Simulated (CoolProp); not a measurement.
Dimethyl ether along the isotherm 298.5 K: density (kg/m³) from the reference equation and from simpler models built on Tc = 400.4 K, pc = 5337 kPa, ω = 0.196; each cubic takes its own stable root.

The numbers come from the reference Helmholtz-energy equation of state, Wu 2011 in CoolProp.

| p (kPa) | phase | reference |
|---|---|---|
| 42.2 | gas | 0.7893 |
| 86.6 | gas | 1.633 |
| 178 | gas | 3.415 |
| 365 | gas | 7.279 |
| 750 | liquid | 661.2 |
| 1540 | liquid | 662.8 |
| 3160 | liquid | 666.0 |
| 6500 | liquid | 672.3 |
| 13300 | liquid | 683.6 |

### Question
How far does each simpler model (van der Waals, Redlich-Kwong, Soave-Redlich-Kwong) lie from the reference over these 9 states: mean and median of the absolute difference, and the worst?

### Answer
- van der Waals: mean 28.0 %, median 35.5 %, worst -97.7 % at 298.5 K and 750 kPa
- Redlich-Kwong: mean 16.1 %, median 9.8 %, worst -97.6 % at 298.5 K and 750 kPa
- Soave-Redlich-Kwong: mean 5.1 %, median 7.8 %, worst -9.3 % at 298.5 K and 750 kPa

At some of these states van der Waals, Redlich-Kwong gives the other phase, because its saturation line lies elsewhere.
